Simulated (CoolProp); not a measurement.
A Linde-Hampson liquefier for carbon monoxide: isothermal reversible compression at 250 K from 1 atm to 15 MPa, throttling to 1 atm, return gas leaving the recuperator 0 K below the feed. Each further row changes one setting.

Model: reference Helmholtz-energy equation of state, Lemmon 2006, in CoolProp. It is a short technical equation, of lower accuracy than the large ones.

| case | liquid yield per pass | compression work (kJ/kg of gas) |
|---|---|---|
| as stated | … | 363 |
| high pressure 30 MPa | … | … |
| warm-end temperature 280 K | … | … |
| warm-end gap 5 K | … | 363 |

**Question.** Complete the blanks.

**Answer.** 
- as stated, liquid yield per pass: 0.120
- high pressure 30 MPa, liquid yield per pass: 0.167
- high pressure 30 MPa, compression work (kJ/kg of gas): 415
- warm-end temperature 280 K, liquid yield per pass: 0.086
- warm-end temperature 280 K, compression work (kJ/kg of gas): 412
- warm-end gap 5 K, liquid yield per pass: 0.108
